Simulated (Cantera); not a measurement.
Adiabatic ignition

An adiabatic, constant-pressure homogeneous reactor starts with CO : H2 : CH4 : O2 : N2 = 1 : 0.1 : 0.06 : 0.353 : 3.31 (molar parts), equivalence ratio 1.9, at 1473 K and 190000 Pa.

Computed with Cantera and GRI-Mech 3.0 (53 species, 325 reactions).

| t (s) | T (K) | x CO | x H2 | x CH4 | x HCO | x CO2 | x HO2 | x C2H2 |
|---|---|---|---|---|---|---|---|---|
| 2.00e-6 | 1473 | 0.207 | 0.0207 | 0.0124 | 1.74e-11 | 1.33e-7 | 3.47e-8 | <1e-12 |
| 5.39e-6 | 1473 | 0.207 | 0.0207 | 0.0124 | 7.16e-11 | 6.06e-7 | 9.71e-8 | <1e-12 |
| 1.46e-5 | 1473 | 0.207 | 0.0207 | 0.0124 | 5.84e-10 | 5.66e-6 | 4.85e-7 | <1e-12 |
| 3.92e-5 | 1479 | 0.207 | 0.0204 | 0.0115 | 9.31e-7 | 0.000581 | 2.63e-5 | 4.48e-8 |
| 0.000106 | 2029 | 0.146 | 0.00938 | <1e-12 | 8.16e-7 | 0.0776 | 2.95e-6 | <1e-12 |
| 0.000286 | 2295 | 0.137 | 0.00876 | <1e-12 | 2.84e-7 | 0.0909 | 8.95e-7 | <1e-12 |
| 0.000770 | 2406 | 0.132 | 0.00833 | <1e-12 | 1.09e-7 | 0.0981 | 2.27e-7 | <1e-12 |
| 0.00208 | 2438 | 0.131 | 0.00829 | <1e-12 | 5.53e-8 | 0.0999 | 6.56e-8 | <1e-12 |
| 0.00560 | 2440 | 0.130 | 0.00830 | <1e-12 | 4.92e-8 | 0.100 | 5.18e-8 | <1e-12 |
| 0.0151 | 2439 | 0.131 | 0.00832 | <1e-12 | 4.92e-8 | 0.0999 | 5.12e-8 | <1e-12 |
| 0.0408 | 2439 | 0.131 | 0.00833 | <1e-12 | 4.92e-8 | 0.0999 | 5.09e-8 | <1e-12 |
| 0.110 | 2439 | 0.131 | 0.00833 | <1e-12 | 4.92e-8 | 0.0999 | 5.08e-8 | <1e-12 |
| 0.297 | 2439 | 0.131 | 0.00833 | <1e-12 | 4.92e-8 | 0.0999 | 5.08e-8 | <1e-12 |
| 0.800 | 2439 | 0.131 | 0.00833 | <1e-12 | 4.92e-8 | 0.0999 | 5.08e-8 | <1e-12 |
x: mole fraction; the columns are a selection and need not sum to one.

The time of steepest temperature rise is 61.2 µs, the temperature at 0.800 s is 2439 K and the equilibrium temperature comes out as 2439 K. The x(CO) at 0.800 s is 0.131 (gas-phase equilibrium 0.131) and the x(H2) at 0.800 s comes out as 0.00833 (gas-phase equilibrium 0.00833). The x(CH4) at 0.800 s comes out as <1e-12 (gas-phase equilibrium <1e-12).
